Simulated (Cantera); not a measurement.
Cantera run:

```python
import numpy as np
import cantera as ct

gas_names = """
    CL CL2 H HCL H2 K KCL KH K2 K2CL2
""".split()
cond_names = """
    K(cr) K(L) KCL(s) KCL(L)
""".split()


# ... load() reads the species with a 1 bar reference pressure and builds the phases ...
atoms = {
    'KCl': {'K': 1, 'CL': 1},
    'H2': {'H': 2},
}
top_T = {}  # K; cautious upper limits of use, not melting points


# ... equilibrate(T, P, feed) seeds the gas with the atoms and calls Mixture.equilibrate('TP', solver="vcs", rtol=1e-11, max_steps=5000) ...
results = []
feed = {'KCl': 1, 'H2': 5.8}  # mol
T = 1675  # K
P = 0.98  # Pa
mix = equilibrate(T, P, feed)
results.append((T, P, feed, dict(zip(mix.species_names, mix.species_moles))))
x = sorted(zip(gas.X, gas.species_names), reverse=True)
print(f"T = {T:g} K  P = {P:g} Pa  gas = {mix.phase_moles(0):.4g} mol")
print("   x: " + "  ".join(f"{s} {v:.3e}" for v, s in x if v > 1e-05))
print("   condensed (mol): " + ("  ".join(f"{mix.phase(i).name} {mix.phase_moles(i):.4g}"
      for i in range(1, mix.n_phases) if mix.phase_moles(i) > 1e-12) or "none"))
```

It prints:

```
T = 1675 K  P = 0.98 Pa  gas = 7.041 mol
   x: H2 7.905e-01  KCL 1.075e-01  K 3.452e-02  HCL 3.343e-02  H 3.298e-02  CL 1.089e-03
   condensed (mol): none
```

These are equilibrium values from Cantera (NASA tables, ideal gas, pure condensed phases), not measurements of a reactor.
